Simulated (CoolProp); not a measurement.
R1336mzz(E) along the isotherm 290.9 K: Z from the reference equation and from simpler models built on Tc = 403.5 K, pc = 27.79 bar, ω = 0.413; each cubic takes its own stable root.

The numbers come from the reference Helmholtz-energy equation of state, Akasaka 2023 in CoolProp.

| p (bar) | phase | reference | van der Waals | Redlich-Kwong | Soave-Redlich-Kwong |
|---|---|---|---|---|---|
| 4.38 | liquid | 0.02203 | 0.8876 | 0.02700 | 0.02522 |
| 8.77 | liquid | 0.04406 | 0.07780 | 0.05382 | 0.05038 |
| 13.2 | liquid | 0.06623 | 0.1162 | 0.08066 | 0.07563 |
| 17.5 | liquid | 0.08770 | 0.1530 | 0.1065 | 0.1000 |
| 21.9 | liquid | 0.1096 | 0.1901 | 0.1328 | 0.1249 |
| 26.3 | liquid | 0.1315 | 0.2269 | … | 0.1496 |
| 30.7 | liquid | 0.1533 | 0.2633 | 0.1847 | 0.1743 |
| 35.1 | liquid | … | 0.2994 | 0.2104 | 0.1988 |
| 39.5 | liquid | 0.1968 | 0.3352 | 0.2360 | 0.2233 |
| 43.8 | liquid | 0.2180 | 0.3699 | 0.2608 | 0.2471 |
| 48.2 | liquid | 0.2396 | 0.4052 | 0.2861 | 0.2714 |
| 52.6 | liquid | 0.2612 | 0.4402 | 0.3113 | 0.2955 |
| 57 | liquid | … | 0.4750 | … | 0.3196 |

### Question
Some entries are withheld; supply them.

### Answer

- 26.3, Redlich-Kwong: 0.1588
- 35.1, reference: 0.1751
- 57, reference: 0.2828
- 57, Redlich-Kwong: 0.3363

At some of these states van der Waals gives the other phase, because its saturation line lies elsewhere.
